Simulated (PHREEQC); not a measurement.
Metal-bearing waste water

Dissolve 39 mmol/kgw FeCl3, 0.93 mmol/kgw CuCl2, 0.093 mmol/kgw HCl and 57 mmol/kgw NaCl at 16 °C. It is in equilibrium with CO2 at log p = -3.4 (atm). Otherwise closed; pH follows from the charge balance.

Computed with PHREEQC (ion-association model, phreeqc.dat).

This is a speciation only: nothing precipitates in the calculation.

### Question
Estimate the pH, ionic strength.

### Answer
pH 2.11; ionic strength 0.230 mol/kgw.

### Question
In which forms is Cu present?

### Answer
Cu+2 92 %, CuCl+ 7.7 % of the Cu.

The solution is supersaturated, for example in Hematite (slow to form), Goethite (slow to form), so a real one may precipitate; this is no full list.
